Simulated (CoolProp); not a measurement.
Vapour-liquid equilibrium of CH2F2 (R32) (1) + R236FA (2) at 286.6 K; x and y are mole fractions of (1).

Values from CoolProp's multi-fluid Helmholtz-energy mixture model, Tillner-Roth 1997 and Pan 2012; pair parameters Bell 2016.

Q: Give the bubble pressure and the first vapour's composition at x = 0.425, 0.875, 0.95. Is there an azeotrope?

A: x = 0.425: 0.5969 MPa, y = 0.795; x = 0.875: 1.077 MPa, y = 0.969; x = 0.95: 1.165 MPa, y = 0.988. No azeotrope shows between x = 0.05 and 0.95.

Pair parameters are fitted to limited data, so mixtures are less certain than the pure fluids.
